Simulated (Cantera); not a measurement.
Input (Python, Cantera) and output of one run.

```python
import numpy as np
import cantera as ct

gas_names = [...]  # 140 gases of nasa_gas.yaml made of C, Fe, H, N, O
cond_names = """
    C(gr) C6H6(L) C7H8(L) C8H18(L),n-octa Fe(a) Fe(c) Fe(d) Fe(L) FeC5O5(L) FeO(s) FeO(L) Fe(OH)2(s)
    Fe(OH)3(s) Fe2O3(s) Fe3O4(s) H2O(s) H2O(L)
""".split()


# ... load() reads the species with a 1 bar reference pressure and builds the phases ...
atoms = {
    'Fe3O4': {'Fe': 3, 'O': 4},
    'CH4': {'C': 1, 'H': 4},
    'N2': {'N': 2},
    'C': {'C': 1},
}
top_T = {'C(gr)': 4500, 'Fe2O3(s)': 1830, 'Fe3O4(s)': 1870}  # K; cautious upper limits of use, not melting points


# ... equilibrate(T, P, feed) seeds the gas with the atoms and calls Mixture.equilibrate('TP', solver="vcs", rtol=1e-11, max_steps=5000) ...
results = []
feed = {'Fe3O4': 1, 'CH4': 2.3, 'N2': 2, 'C': 4.2}  # mol
P = 10000  # Pa
for T in [1073, 1223, 1373, 1523, 1673, 1823, 1973, 2123, 2273, 2423]:
    mix = equilibrate(T, P, feed)
    results.append((T, P, feed, dict(zip(mix.species_names, mix.species_moles))))

top = {s: max(r[3][s] / sum(r[3][g] for g in gas_names) for r in results) for s in gas_names}
cols = sorted((s for s in top if top[s] > 0.001), key=lambda s: -top[s])[:9]
seen = [c for c in cond_names if any(r[3].get(c, 0) > 1e-12 for r in results)]
print("log10 of partial pressures in bar; condensed amounts in mol")
print(f"{'T/K':>10s}" + "".join(f"{s[:9]:>10s}" for s in cols + seen))
for T, P, feed, n in results:
    ng = sum(n[g] for g in gas_names)
    print(f"{T:10.4g}" + "".join(f"{np.log10(max(n[s] / ng * P / 1e5, 1e-99)):10.3f}" for s in cols)
          + "".join(f"{n.get(c, 0):10.4g}" for c in seen))
```

Result:

```
log10 of partial pressures in bar; condensed amounts in mol
       T/K        H2        CO        N2        Fe         H       HCN C2H2,acet       H2O       CO2     C(gr)     Fe(a)     Fe(c)     Fe(d)     Fe(L)
      1073    -1.364    -1.428    -1.722   -12.382    -8.536    -6.355    -9.508    -3.678    -3.707     2.534         3         0         0         0
      1223    -1.363    -1.424    -1.724    -9.976    -7.203    -5.563    -8.168    -4.484    -4.709     2.503         0         3         0         0
      1373    -1.363    -1.423    -1.724    -8.108    -6.159    -4.945    -7.125    -5.116    -5.490     2.499         0         3         0         0
      1523    -1.363    -1.423    -1.725    -6.615    -5.318    -4.450    -6.290    -5.622    -6.111     2.496         0         3         0         0
      1673    -1.363    -1.423    -1.725    -5.397    -4.625    -4.046    -5.608    -6.037    -6.616      2.49         0         0         3         0
      1823    -1.365    -1.424    -1.727    -4.390    -4.046    -3.710    -5.039    -6.382    -7.033     2.476         0         0         0     2.996
      1973    -1.368    -1.425    -1.731    -3.572    -3.554    -3.427    -4.561    -6.677    -7.385     2.452         0         0         0     2.971
      2123    -1.378    -1.431    -1.740    -2.875    -3.134    -3.192    -4.159    -6.940    -7.693     2.411         0         0         0     2.856
      2273    -1.406    -1.451    -1.765    -2.276    -2.779    -3.007    -3.830    -7.201    -7.987     2.345         0         0         0     2.402
      2423    -1.488    -1.516    -1.837    -1.756    -2.495    -2.899    -3.599    -7.532    -8.336     2.249         0         0         0    0.6998
```

Cantera equilibrium calculation (NASA polynomials, part measured and part estimated; ideal gas, pure solids and liquids). Iron dissolves carbon and melts from about 1420 K in contact with it, which pure phases cannot show. Condensed phases not in the tables: cementite and carbon dissolved in iron.
